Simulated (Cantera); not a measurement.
Input (Python, Cantera) and output of one run.

```python
import numpy as np
import cantera as ct

gas_names = [...]  # 87 gases of nasa_gas.yaml made of C, H, Si
cond_names = """
    C(gr) C6H6(L) C7H8(L) C8H18(L),n-octa Si(cr) Si(L) SiC(b)
""".split()


# ... load() reads the species with a 1 bar reference pressure and builds the phases ...
atoms = {
    'SiC': {'Si': 1, 'C': 1},
    'Si': {'Si': 1},
    'H2': {'H': 2},
}
top_T = {'C(gr)': 4500, 'SiC(b)': 3050}  # K; cautious upper limits of use, not melting points


# ... equilibrate(T, P, feed) seeds the gas with the atoms and calls Mixture.equilibrate('TP', solver="gibbs", rtol=1e-10, max_steps=50000) ...
results = []
feed = {'SiC': 1, 'Si': 0.25, 'H2': 0.063}  # mol
P = 300  # Pa
for T in [2198, 2248, 2298, 2348, 2398, 2448, 2498, 2548, 2598, 2648, 2698, 2748, 2798, 2848]:
    mix = equilibrate(T, P, feed)
    results.append((T, P, feed, dict(zip(mix.species_names, mix.species_moles))))

top = {s: max(r[3][s] / sum(r[3][g] for g in gas_names) for r in results) for s in gas_names}
cols = sorted((s for s in top if top[s] > 1e-06), key=lambda s: -top[s])[:6]
seen = [c for c in cond_names if any(r[3].get(c, 0) > 1e-12 for r in results)]
print("log10 of partial pressures in bar; condensed amounts in mol")
print(f"{'T/K':>10s}" + "".join(f"{s[:9]:>10s}" for s in cols + seen))
for T, P, feed, n in results:
    ng = sum(n[g] for g in gas_names)
    print(f"{T:10.4g}" + "".join(f"{np.log10(max(n[s] / ng * P / 1e5, 1e-99)):10.3f}" for s in cols)
          + "".join(f"{n.get(c, 0):10.4g}" for c in seen))
```

Output:

```
log10 of partial pressures in bar; condensed amounts in mol
       T/K        H2        Si      SiC2         H      Si2C        C3     C(gr)     Si(L)    SiC(b)
      2198    -2.632    -3.442    -6.406    -3.570    -4.676   -11.551         0    0.2397    0.9994
      2248    -2.694    -3.236    -5.990    -3.481    -4.397   -10.926         0    0.2311    0.9988
      2298    -2.798    -3.038    -5.592    -3.418    -4.131   -10.328         0    0.2132    0.9972
      2348    -2.998    -2.850    -5.211    -3.407    -3.877    -9.757         0    0.1651    0.9924
      2398    -3.386    -2.704    -4.812    -3.495    -3.668    -9.107         0         0    0.9732
      2448    -3.446    -2.715    -4.280    -3.424    -3.619    -8.031         0         0    0.9605
      2498    -3.551    -2.737    -3.757    -3.379    -3.583    -6.965         0         0     0.922
      2548    -4.125    -2.743    -3.270    -3.572    -3.535    -5.986    0.2224         0    0.3698
      2598    -4.456    -2.729    -3.198    -3.647    -3.656    -5.667    0.3684         0         0
      2648    -4.587    -2.733    -3.146    -3.626    -3.808    -5.361    0.3071         0         0
      2698    -4.723    -2.742    -3.100    -3.610    -3.964    -5.067    0.2381         0         0
      2748    -4.864    -2.755    -3.061    -3.600    -4.122    -4.784    0.1605         0         0
      2798    -5.007    -2.771    -3.027    -3.594    -4.283    -4.511   0.07132         0         0
      2848    -5.153    -2.782    -3.013    -3.592    -4.440    -4.283         0         0         0
```

Method: chemical equilibrium by Gibbs-energy minimisation in Cantera with the NASA 1993 tables (ideal gas, pure condensed phases). Mutual solubility and eutectic melting of coexisting phases are not modelled. Gases not in the tables: Si2H6 and higher silanes.
